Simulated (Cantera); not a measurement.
Cantera run:

```python
import numpy as np
import cantera as ct

gas_names = """
    F Si SiF4 O3 SiO
""".split()
cond_names = """

""".split()


def load(file, names, dense=False):
    # The tables refer to 1 bar. Condensed volumes are neglected.
    table = {s.name: s for s in ct.Species.list_from_file(file)}
    out = []
    for n in names:
        d = dict(table[n].input_data)
        d["thermo"] = dict(d["thermo"], **{"reference-pressure": 1e5})
        if dense:
            d["equation-of-state"] = {"model": "constant-volume", "density": "1e6 g/cm^3"}
        out.append(ct.Species.from_dict(d))
    return out


species = {s.name: s for s in load("nasa_gas.yaml", gas_names) + load("nasa_condensed.yaml", cond_names)}
# Each term lists the table entries of one substance; the one whose range holds T is used.
reactions = {
    '4 F(g) + Si(g) = SiF4(g)':
        [(-4, ['F']), (-1, ['Si']), (1, ['SiF4'])],
    'O3(g) + 3 Si(g) = 3 SiO(g)':
        [(-1, ['O3']), (-3, ['Si']), (3, ['SiO'])],
}


def pick(names, T):
    return next(species[n] for n in names if species[n].thermo.min_temp <= T <= species[n].thermo.max_temp)


results = []
for label, terms in reactions.items():
    print(label)
    print("     T/K   dH/kJ  dS/(J/K)   dG/kJ   log10 K")
    for T in [300, 1875, 1925, 1975, 2025, 2075, 2125, 2175]:
        used = [(nu, pick(names, T)) for nu, names in terms]
        dH = sum(nu * s.thermo.h(T) for nu, s in used) / 1e6
        dS = sum(nu * s.thermo.s(T) for nu, s in used) / 1e3
        dG = dH - T * dS / 1e3
        logK = -dG * 1e6 / (ct.gas_constant * T * np.log(10))
        results.append((label, T, dH, dS, dG, logK, [s.name for _, s in used]))
        print(f"{T:8g} {dH:8.1f} {dS:8.1f} {dG:8.1f} {logK:8.2f}")
```

Result:

```
4 F(g) + Si(g) = SiF4(g)
     T/K   dH/kJ  dS/(J/K)   dG/kJ   log10 K
     300  -2382.6   -520.5  -2226.5   387.65
    1875  -2393.9   -543.7  -1374.6    38.29
    1925  -2393.9   -543.6  -1347.4    36.56
    1975  -2393.8   -543.6  -1320.2    34.92
    2025  -2393.7   -543.6  -1293.0    33.35
    2075  -2393.7   -543.5  -1265.8    31.86
    2125  -2393.6   -543.5  -1238.7    30.45
    2175  -2393.5   -543.5  -1211.5    29.09
O3(g) + 3 Si(g) = 3 SiO(g)
     T/K   dH/kJ  dS/(J/K)   dG/kJ   log10 K
     300  -1793.1   -108.3  -1760.6   306.54
    1875  -1813.9   -133.0  -1564.5    43.58
    1925  -1814.9   -133.5  -1557.8    42.27
    1975  -1816.0   -134.1  -1551.1    41.02
    2025  -1817.1   -134.6  -1544.4    39.84
    2075  -1818.2   -135.2  -1537.7    38.71
    2125  -1819.5   -135.8  -1530.9    37.63
    2175  -1820.8   -136.4  -1524.1    36.60
```

Standard-state values (1 bar) from the NASA 1993 polynomials, evaluated with Cantera. Condensed species are held in their standard states even where they would react or evaporate.
